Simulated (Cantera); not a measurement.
An adiabatic, constant-volume homogeneous reactor starts with CH4 : H2 : O2 : N2 = 1 : 0.2 : 1.62 : 14.9 (molar parts), at 1573 K and 0.330 bar. Integrator tolerance rtol = 1e-08.

Cantera simulation using GRI-Mech 3.0 (53 species, 325 reactions); the numbers are that mechanism's predictions, not measurements.

```json
[
 {"quantity": "time of steepest temperature rise", "before": "1.57 ms", "after": "1.66 ms"},
 {"quantity": "temperature at 0.300 s", "before": "2537 K", "after": "2379 K"},
 {"quantity": "equilibrium temperature", "before": "2537 K", "after": "2379 K"},
 {"quantity": "x(CH4) at 0.300 s", "before": "<1e-12 (gas-phase equilibrium <1e-12)", "after": "<1e-12 (gas-phase equilibrium <1e-12)"},
 {"quantity": "x(H2) at 0.300 s", "before": "0.0237 (gas-phase equilibrium 0.0237)", "after": "0.0227 (gas-phase equilibrium 0.0227)"},
 {"quantity": "x(O2) at 0.300 s", "before": "0.00137 (gas-phase equilibrium 0.00137)", "after": "0.000555 (gas-phase equilibrium 0.000555)"},
 {"quantity": "x(C2H6) at 0.300 s", "before": "<1e-12 (gas-phase equilibrium <1e-12)", "after": "<1e-12 (gas-phase equilibrium <1e-12)"},
 {"quantity": "x(H) at 0.300 s", "before": "0.00617 (gas-phase equilibrium 0.00617)", "after": "0.00380 (gas-phase equilibrium 0.00380)"},
 {"quantity": "x(CH2) at 0.300 s", "before": "<1e-12 (gas-phase equilibrium <1e-12)", "after": "<1e-12 (gas-phase equilibrium <1e-12)"},
 {"quantity": "x(CH2O) at 0.300 s", "before": "1.77e-10 (gas-phase equilibrium 1.77e-10)", "after": "9.60e-11 (gas-phase equilibrium 9.60e-11)"}
]
```

### Question
Which change was made?
(A) CH4 1 to 2.8 parts
(B) initial temperature 1573 to 1123 K
(C) initial temperature 1573 to 975 K
(D) constant pressure in place of constant volume

### Answer
D, constant pressure in place of constant volume
